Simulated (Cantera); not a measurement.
A closed system holds: 1 mol B, 4.9 mol H₂O, at 925 °C and 500 Pa.

Method: chemical equilibrium by Gibbs-energy minimisation in Cantera with the NASA 1993 tables (ideal gas, pure condensed phases). Gases not in the tables: H₃BO₃. The numbers say what is thermodynamically allowed, not how fast it happens.

| species | before | after |
|---|---|---|
| H₂ | 0.305 | 0.999 |
| HBO | 2.18e-7 | 0.000807 |
| B₃O₃H₃ | <1e-9 | 0.000484 |
| H₂O | 0.685 | 5.38e-7 |
| HBO₂ | 0.00946 | 8.39e-6 |
| (HBO₂)₃ | 0.000472 | <1e-9 |
| B₂O₂ | <1e-9 | 1.36e-5 |
| B₂O₃(l), mol | 0.473 | 0.0333 |
| B(s), mol | 0 | 0.933 |
Gas species are given as mole fractions.

Problem. Which change was made?
A. H₂O from 4.9 to 0.1 mol
B. temperature from 925 °C to 877 °C
C. temperature from 925 °C to 1602 °C
D. B replaced by B₂H₆

Solution. A, H₂O from 4.9 to 0.1 mol. Mutual solubility and eutectic melting of coexisting phases are not modelled
